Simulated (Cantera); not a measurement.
Low-pressure radical oxidation in H2/O2

An isothermal, constant-pressure homogeneous reactor starts with H2 : O2 = 0.17 : 1 (molar parts), equivalence ratio 0.085, at 1150 K and 0.0132 atm.

Detailed kinetics in Cantera: the H2/O2 subset of GRI-Mech 3.0, which has no nitrogen chemistry. Radical loss at walls, strong at low pressure, is not modelled. The temperature is held fixed by assumption; the heat of reaction is taken as removed at once.

```csv
t (s),x H2,x O2,x HO2,x H2O,x O,x H2O2,x OH
0.000200,0.145,0.855,8.56e-9,1.67e-8,1.07e-8,6.35e-12,6.29e-9
0.000478,0.145,0.855,2.19e-8,4.94e-7,2.31e-7,3.71e-11,1.31e-7
0.00114,0.145,0.854,1.41e-6,0.000514,0.000231,1.44e-9,0.000130
0.00274,0.00628,0.772,8.21e-6,0.114,0.0561,2.41e-7,0.00712
0.00654,0.00418,0.789,8.44e-6,0.128,0.0442,2.41e-7,0.00595
0.0156,0.00228,0.817,8.24e-6,0.144,0.0224,2.90e-7,0.00442
0.0374,0.000641,0.836,6.06e-6,0.153,0.00611,2.87e-7,0.00233
0.0895,0.000112,0.842,2.68e-6,0.156,0.00106,1.87e-7,0.000971
0.214,1.93e-5,0.843,8.00e-7,0.156,0.000186,8.95e-8,0.000407
0.512,4.11e-6,0.843,2.22e-7,0.157,4.06e-5,3.90e-8,0.000191
1.22,1.09e-6,0.843,6.81e-8,0.157,1.10e-5,1.67e-8,9.90e-5
2.93,3.37e-7,0.843,2.39e-8,0.157,3.44e-6,7.17e-9,5.55e-5
7.00,1.16e-7,0.843,1.03e-8,0.157,1.20e-6,3.07e-9,3.27e-5
```
x: mole fraction; the columns are a selection and need not sum to one.

Equilibrium at this temperature and pressure: H2 6.39e-9, O2 0.843, HO2 9.06e-9, H2O 0.157, O 6.65e-8, H2O2 2.50e-10, OH 7.71e-6 (gas phase only).
